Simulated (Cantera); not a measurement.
Standard-state values (1 bar) from the NASA 1993 polynomials, evaluated with Cantera. Values are per mole of reaction as written; species without (g) are pure solids or liquids, kept so even where they would boil at 1 bar.

1.333 Ti + O2(g) = 0.6667 Ti2O3

```tsv
T (K)	ΔH° (kJ)	ΔS° (J/K)	ΔG° (kJ)	log10 K	condensed phases
300	-1013.9	-194.4	-955.6	166.37	Ti(α), Ti2O3(s)
1550	-994.4	-168.2	-733.6	24.72	Ti(β), Ti2O3(s)
1750	-990.9	-166.2	-700.2	20.90	Ti(β), Ti2O3(s)
1950	-1007.9	-174.8	-667.0	17.87	Ti(l), Ti2O3(s)
2150	-937.7	-141.6	-633.2	15.38	Ti(l), Ti2O3(l)
2350	___	___	___	___	Ti(l), Ti2O3(l)
2550	___	___	___	___	Ti(l), Ti2O3(l)
2750	-935.7	-140.8	-548.5	10.42	Ti(l), Ti2O3(l)
```

Question: Fill in the missing entries.

Answer: 
- 2350, ΔH° (kJ): -937.0
- 2350, ΔS° (J/K): -141.3
- 2350, ΔG° (kJ): -604.9
- 2350, log10 K: 13.45
- 2550, ΔH° (kJ): -936.3
- 2550, ΔS° (J/K): -141.0
- 2550, ΔG° (kJ): -576.7
- 2550, log10 K: 11.81
